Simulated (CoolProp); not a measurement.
The fluid at 497.45 K and 19.2 MPa is throttled through a valve to 5.49 MPa with no heat exchange. The same conditions are run with several fluids, on thermodynamics alone (safety and materials aside).

The numbers come from the reference Helmholtz-energy equation of state of each fluid (hydrogen chloride: Thol 2018; R152A: Outcalt 1996; normal hydrogen: Leachman 2009; methane: Setzmann 1991; R22: Kamei 1995) in CoolProp.

| fluid | temperature change (K) | final phase | final density (kg/m³) |
|---|---|---|---|
| hydrogen chloride | [?] | gas | 61.8 |
| R152A | -55.8 | supercritical | 144 |
| normal hydrogen | +7.1 | supercritical | 2.58 |
| methane | [?] | supercritical | [?] |
| R22 | -60.2 | supercritical | 171 |

### Question
Complete the blanks.

### Answer

- hydrogen chloride, temperature change (K): -64.7
- methane, temperature change (K): -12.6
- methane, final density (kg/m³): 21.9
